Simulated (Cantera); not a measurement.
An isothermal, constant-pressure homogeneous reactor starts with NO : N2 = 1 : 0.15 (molar parts), at 1650 K and 1.09 atm. Integrator tolerance rtol = 1e-08.

Computed with Cantera and GRI-Mech 3.0 (53 species, 325 reactions).

Question: What does this change do: pressure from 1.09 atm to 0.0132 atm?

Answer: 
| quantity | before | after |
|---|---|---|
| x(NO) at 70.0 s | 0.0882 (gas-phase equilibrium 0.00291) | 0.791 (gas-phase equilibrium 0.00291) |
| x(N2O) at 70.0 s | 2.95e-6 (gas-phase equilibrium 1.52e-7) | 0.000188 (gas-phase equilibrium 1.68e-8) |
| x(N2) at 70.0 s | 0.521 (gas-phase equilibrium 0.564) | 0.170 (gas-phase equilibrium 0.564) |
| x(O2) at 70.0 s | 0.390 (gas-phase equilibrium 0.433) | 0.0393 (gas-phase equilibrium 0.433) |
| x(NO2) at 70.0 s | 0.000445 (gas-phase equilibrium 1.55e-5) | 0.000126 (gas-phase equilibrium 1.70e-6) |
| x(O) at 70.0 s | 1.55e-5 (gas-phase equilibrium 1.64e-5) | 5.65e-5 (gas-phase equilibrium 0.000149) |
Radical loss at walls, strong at low pressure, is not modelled.

Question: What does this change do: temperature 1650 to 2050 K?

Answer: 
| quantity | before | after |
|---|---|---|
| x(NO) at 70.0 s | 0.0882 (gas-phase equilibrium 0.00291) | 0.0106 (gas-phase equilibrium 0.0106) |
| x(N2O) at 70.0 s | 2.95e-6 (gas-phase equilibrium 1.52e-7) | 5.25e-7 (gas-phase equilibrium 5.25e-7) |
| x(N2) at 70.0 s | 0.521 (gas-phase equilibrium 0.564) | 0.560 (gas-phase equilibrium 0.560) |
| x(O2) at 70.0 s | 0.390 (gas-phase equilibrium 0.433) | 0.429 (gas-phase equilibrium 0.429) |
| x(NO2) at 70.0 s | 0.000445 (gas-phase equilibrium 1.55e-5) | 2.52e-5 (gas-phase equilibrium 2.52e-5) |
| x(O) at 70.0 s | 1.55e-5 (gas-phase equilibrium 1.64e-5) | 0.000611 (gas-phase equilibrium 0.000611) |
